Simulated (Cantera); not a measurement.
# Low-pressure radical oxidation in H2/O2

A perfectly stirred reactor is fed with H₂ : O₂ = 0.044 : 1.6 (molar parts), at 160 Pa; it is held at 1450 K, and followed from long to short residence time.

Cantera simulation using the H2/O2 subset of GRI-Mech 3.0, which has no nitrogen chemistry; the numbers are that mechanism's predictions, not measurements. Radical loss at walls, strong at low pressure, is not modelled.

```json
[
 {"τ (s)": "9.7", "x H₂": "0.000173", "x O₂": "0.958", "x OH": "0.00303", "x H₂O": "0.0248", "x HO₂": "9.04e-8", "x H": "0.000848", "x O": "0.0136"},
 {"τ (s)": "3.0", "x H₂": "0.000235", "x O₂": "0.953", "x OH": "0.00346", "x H₂O": "0.0242", "x HO₂": "1.02e-7", "x H": "0.00129", "x O": "0.0181"},
 {"τ (s)": "0.95", "x H₂": "0.000294", "x O₂": "0.950", "x OH": "0.00369", "x H₂O": "0.0239", "x HO₂": "1.08e-7", "x H": "0.00157", "x O": "0.0205"},
 {"τ (s)": "0.30", "x H₂": "0.000407", "x O₂": "0.949", "x OH": "0.00385", "x H₂O": "0.0236", "x HO₂": "1.11e-7", "x H": "0.00171", "x O": "0.0212"},
 {"τ (s)": "0.093", "x H₂": "0.000734", "x O₂": "0.949", "x OH": "0.00411", "x H₂O": "0.0231", "x HO₂": "1.16e-7", "x H": "0.00183", "x O": "0.0210"},
 {"τ (s)": "0.029", "x H₂": "0.00171", "x O₂": "0.950", "x OH": "0.00467", "x H₂O": "0.0217", "x HO₂": "1.25e-7", "x H": "0.00201", "x O": "0.0196"},
 {"τ (s)": "0.0092", "x H₂": "0.00440", "x O₂": "0.953", "x OH": "0.00546", "x H₂O": "0.0186", "x HO₂": "1.36e-7", "x H": "0.00216", "x O": "0.0164"},
 {"τ (s)": "0.0029", "x H₂": "0.0115", "x O₂": "0.960", "x OH": "0.00526", "x H₂O": "0.0117", "x HO₂": "1.37e-7", "x H": "0.00175", "x O": "0.00998"}
]
```
x: mole fraction; the columns are a selection and need not sum to one.
